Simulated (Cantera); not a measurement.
**Boron, boron nitride and boron oxide: B2O3 + NH3 + H2**

A closed system holds: 1 mol B2O3, 1.9 mol NH3, 0.13 mol H2, at 1.33 mbar.

Cantera equilibrium calculation (NASA polynomials, part measured and part estimated; ideal gas, pure solids and liquids). Candidate condensed phases: B, BN, B2O3, B3O3H3, H2O; 39 gas species. Mutual solubility and eutectic melting of coexisting phases are not modelled. Rates play no part.

From 1250 K to 1400 K the condensed part is BN(s) + B2O3(l). At 1550 K the condensed part is B2O3(l). From 1700 K to 2300 K nothing is condensed. The main B-bearing gas is HBO2 at 1250 K and B2O3 at 2300 K.

```csv
T (K),x H2,x N2,x H,x B2O3,x BO,x HBO2,x HBO,x H2O,x B2O2,n BN(s),n B2O3(l)
1250,0.757,0.241,1.15e-5,3.31e-5,8.16e-8,0.000958,0.000135,0.000452,4.09e-7,0.00226,0.997
1400,0.750,0.240,0.000115,0.00180,1.23e-5,0.00523,0.00264,0.000417,9.24e-5,0.00425,0.975
1550,0.680,0.224,0.000711,0.0437,0.000501,0.0264,0.0197,0.000670,0.00374,0,0.701
1700,0.552,0.192,0.00300,0.142,0.00392,0.0589,0.0361,0.00147,0.0109,0,0
1850,0.535,0.190,0.0108,0.129,0.0135,0.0680,0.0398,0.00289,0.0103,0,0
2000,0.504,0.186,0.0316,0.112,0.0351,0.0778,0.0386,0.00565,0.00804,0,0
2150,0.450,0.178,0.0775,0.0879,0.0693,0.0862,0.0318,0.0110,0.00496,0,0
2300,0.366,0.166,0.160,0.0600,0.109,0.0860,0.0221,0.0195,0.00248,0,0
```
x: gas mole fraction; n: condensed amount in mol.
